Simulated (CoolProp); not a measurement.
A single-stage vapour-compression cycle with n-heptane: evaporating at 314.15 K (dew point), condensing at 364.15 K (bubble point), superheat 0 K, subcooling 2 K, compressor efficiency 0.65, no pressure losses. Each further row changes one setting.

Computed with CoolProp (reference Helmholtz-energy equation of state, Span 2003). It is a short technical equation, of lower accuracy than the large ones.

| case | cooling COP | pressure ratio | discharge temperature (K) | refrigerating effect (kJ/kg) | volumetric capacity (kJ/m³) |
|---|---|---|---|---|---|
| as stated | (withheld) | 6.30 | 364.1 | 240 | 120 |
| evaporating temperature 319.15 K | 3.79 | (withheld) | 364.1 | (withheld) | 152 |
| condensing temperature 359.15 K | 3.75 | 5.39 | 359.1 | 252 | 126 |
| subcooling 7 K | 3.44 | 6.30 | 364.1 | 252 | 126 |
| superheat 10 K | (withheld) | 6.30 | 367.7 | 257 | (withheld) |
| compressor efficiency 0.55 | 2.77 | 6.30 | 364.1 | 240 | 120 |

**Question.** Complete the blanks.

**Answer.** 
- as stated, cooling COP: 3.27
- evaporating temperature 319.15 K, pressure ratio: 5.08
- evaporating temperature 319.15 K, refrigerating effect (kJ/kg): 248
- superheat 10 K, cooling COP: 3.33
- superheat 10 K, volumetric capacity (kJ/m³): 125

The compression ends wet for: as stated; evaporating temperature 319.15 K; condensing temperature 359.15 K; subcooling 7 K; compressor efficiency 0.55.
